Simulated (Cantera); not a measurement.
A perfectly stirred reactor is fed with H2 : O2 : N2 = 0.33 : 1 : 0.22 (molar parts), at 1.88 Torr; it is held at 1125 K, and followed from long to short residence time.

Cantera simulation using the H2/O2 subset of GRI-Mech 3.0, which has no nitrogen chemistry; the numbers are that mechanism's predictions, not measurements. Radical loss at walls, strong at low pressure, is not modelled. The temperature is held fixed by assumption; the heat of reaction is taken as removed at once.

x: mole fraction; the columns are a selection and need not sum to one.

```json
[
 {"τ (s)": "3.3", "x H2": "0.00216", "x O2": "0.594", "x H2O2": "8.69e-8", "x HO2": "1.69e-6", "x OH": "___", "x O": "0.00912"},
 {"τ (s)": "1.2", "x H2": "0.00392", "x O2": "0.586", "x H2O2": "8.08e-8", "x HO2": "1.82e-6", "x OH": "___", "x O": "0.0168"},
 {"τ (s)": "0.43", "x H2": "0.00664", "x O2": "0.573", "x H2O2": "6.89e-8", "x HO2": "1.83e-6", "x OH": "___", "x O": "0.0291"},
 {"τ (s)": "0.15", "x H2": "0.0101", "x O2": "0.557", "x H2O2": "5.71e-8", "x HO2": "1.73e-6", "x OH": "___", "x O": "0.0434"},
 {"τ (s)": "0.055", "x H2": "0.0140", "x O2": "0.547", "x H2O2": "5.26e-8", "x HO2": "1.63e-6", "x OH": "___", "x O": "0.0517"},
 {"τ (s)": "0.020", "x H2": "0.0213", "x O2": "0.546", "x H2O2": "5.72e-8", "x HO2": "1.56e-6", "x OH": "___", "x O": "0.0515"},
 {"τ (s)": "0.0071", "x H2": "0.0385", "x O2": "0.555", "x H2O2": "7.02e-8", "x HO2": "1.48e-6", "x OH": "0.00929", "x O": "0.0439"},
 {"τ (s)": "0.0025", "x H2": "0.0780", "x O2": "0.577", "x H2O2": "7.99e-8", "x HO2": "1.32e-6", "x OH": "0.00939", "x O": "0.0308"},
 {"τ (s)": "0.00090", "x H2": "0.158", "x O2": "0.617", "x H2O2": "4.21e-8", "x HO2": "9.38e-7", "x OH": "___", "x O": "0.0121"}
]
```

Q: Complete the blanks.

A: 
- 3.3, x OH: 0.00322
- 1.2, x OH: 0.00434
- 0.43, x OH: 0.00559
- 0.15, x OH: 0.00668
- 0.055, x OH: 0.00745
- 0.020, x OH: 0.00829
- 0.00090, x OH: 0.00530
